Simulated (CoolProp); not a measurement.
Vapour-liquid equilibrium of CH2F2 (R32) (1) + isobutane (2) at 8.95 °C; x and y are mole fractions of (1).

Values from CoolProp's multi-fluid Helmholtz-energy mixture model, Tillner-Roth 1997 and Bücker 2006; pair parameters Bell 2016.

### Question
Give the bubble pressure and the first vapour's composition at x = 0.35, 0.5, 0.575. Is there an azeotrope?

### Answer
x = 0.35: 994.0 kPa, y = 0.794; x = 0.5: 1057 kPa, y = 0.813; x = 0.575: 1072 kPa, y = 0.819. y crosses x between x = 0.875 and 0.95: the model has an azeotrope there.

Pair parameters are fitted to limited data, so mixtures are less certain than the pure fluids. With so large a gap from Raoult's law the liquid may split in two, which this calculation doesn't test in full.
